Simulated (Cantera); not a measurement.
Low-pressure radical oxidation in H2/O2

A perfectly stirred reactor is fed with H2 : O2 : N2 = 0.19 : 0.71 : 2.9 (molar parts), at 1330 Pa; it is held at 1425 K, and followed from long to short residence time.

Cantera simulation using the H2/O2 subset of GRI-Mech 3.0, which has no nitrogen chemistry; the numbers are that mechanism's predictions, not measurements. Radical loss at walls, strong at low pressure, is not modelled. The temperature is held fixed by assumption; the heat of reaction is taken as removed at once.

| τ (s) | x H2 | x O2 | x H | x HO2 | x H2O | x OH |
|---|---|---|---|---|---|---|
| 1.8 | 0.000561 | 0.164 | 0.00108 | 4.29e-7 | 0.0489 | 0.00213 |
| 0.59 | 0.00104 | 0.162 | 0.00280 | 5.21e-7 | 0.0470 | 0.00289 |
| 0.19 | 0.00171 | 0.159 | 0.00614 | 5.76e-7 | 0.0440 | 0.00366 |
| 0.063 | 0.00236 | 0.157 | 0.0101 | 5.94e-7 | 0.0408 | 0.00422 |
| 0.020 | 0.00301 | 0.156 | 0.0129 | 5.99e-7 | 0.0384 | 0.00457 |
| 0.0066 | 0.00412 | 0.156 | 0.0142 | 6.03e-7 | 0.0364 | 0.00487 |
| 0.0022 | 0.00691 | 0.159 | 0.0145 | 6.08e-7 | 0.0332 | 0.00528 |
| 0.00070 | 0.0147 | 0.165 | 0.0129 | 6.02e-7 | 0.0261 | 0.00548 |
| 0.00023 | 0.0341 | 0.177 | 0.00621 | 5.37e-7 | 0.0112 | 0.00324 |
x: mole fraction; the columns are a selection and need not sum to one.
